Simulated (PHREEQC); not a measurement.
Consider water at 90 °C with 0.13 mol/kgw HF, 3.8e-05 mol/kgw KF and 0.00045 mol/kgw H2SiF6. Closed to the air; pH follows from the charge balance.

Model: ion-association model, wateq4f.dat, run in PHREEQC.

Q: The ionic strength comes out as 0.00713 mol/kgw. What activity coefficients do SiF6-2, K+, F-, HF2-, H+ get?

A: SiF6-2 0.67, K+ 0.90, F- 0.90, HF2- 0.90, H+ 0.91.

This is a speciation only: nothing precipitates in the calculation. Species that the database lacks are ignored. Constants without temperature data keep their 25 °C values here. SiF6-2 is the database's only silicon fluoride.
